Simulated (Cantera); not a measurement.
A closed system holds: 1 mol SiH2Cl2, 1.4 mol C2H4, 33 mol H2, at 2177 °C and 0.00280 bar.

Method: chemical equilibrium by Gibbs-energy minimisation in Cantera with the NASA 1993 tables (ideal gas, pure condensed phases). Candidate condensed phases: C, C6H6, C7H8, C8H18, Si, SiC; 109 gas species. The tables' values for SiCl are old estimates; treat these amounts as uncertain. Equilibrium is a limit: real reactors are often held back by kinetics, nucleation or transport.

Base state: H2 0.628, H 0.301, HCl 0.0323, Si 0.0172, Cl 0.0110, C2H2 (acetylene) 0.00548, SiC2 0.00384, SiH 0.000206 (mole fractions); condensed: C(graphite).

### Question
What changes in the equilibrium state with this change: pressure from 0.00280 bar to 0.280 bar?

### Answer
| species | before | after |
|---|---|---|
| H2 | 0.628 | 0.901 |
| HCl | 0.0323 | 0.0483 |
| H | 0.301 | 0.0360 |
| Cl | 0.0110 | 0.00137 |
| Si | 0.0172 | 0.00246 |
| CH4 | 1.80e-7 | 3.71e-5 |
| C | 2.95e-5 | 2.95e-7 |
| C3 | 8.02e-5 | 8.02e-7 |
| SiCl2 | 3.77e-5 | 0.000845 |
| SiH2 | 7.93e-6 | 0.000163 |
| C(graphite), mol | 1.90 | 1.33 |
| SiC(s), mol | 0 | 0.793 |
Gases not in the tables: Si2H6 and higher silanes.

### Question
What changes in the equilibrium state with this change: pressure from 0.00280 bar to 1.00 bar?

### Answer
```tsv
species	before	after
H2	0.628	0.920
HCl	0.0323	0.0496
H	0.301	0.0193
Si	0.0172	0.000689
Cl	0.0110	0.000738
SiCl2	3.77e-5	0.000875
CH4	1.80e-7	0.000138
C3	8.02e-5	2.25e-7
C(graphite), mol	1.90	1.25
SiC(s), mol	0	0.907
```
Gases not in the tables: Si2H6 and higher silanes.

### Question
What changes in the equilibrium state with this change: temperature from 2177 °C to 675 °C?

### Answer
```csv
species,before,after
H2,0.628,0.947
HCl,0.0323,0.0522
CH4,1.80e-7,0.000430
H,0.301,9.69e-9
Si,0.0172,<1e-9
Cl,0.0110,<1e-9
SiCl4,<1e-9,0.000167
C2H2 (acetylene),0.00548,<1e-9
SiC2,0.00384,<1e-9
SiH,0.000206,<1e-9
"C(graphite), mol",1.90,1.79
"SiC(s), mol",0,0.993
```
